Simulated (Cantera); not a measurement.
Charge: 1 mol Si3N4, 0.03 mol O2, 490 mol N2, held at 1600 K and 140 Pa.

Equilibrium computed with Cantera from the NASA thermochemical tables; the gas is ideal and each condensed phase is pure. Candidate condensed phases: Si, SiO2, Si2N2O, Si3N4; 16 gas species. Kinetics and transport are ignored.

Base state: N2 1.000, SiO 0.000122, Si 2.49e-5 (mole fractions); condensed: Si3N4(s).

Q: What changes in the equilibrium state with this change: temperature from 1600 K to 948.15 K?

A: 
```csv
species,before,after
N2,1.000,1.00
SiO,0.000122,<1e-9
Si,2.49e-5,<1e-9
"Si3N4(s), mol",0.976,0.960
"Si2N2O(s), mol",0,0.0600
```
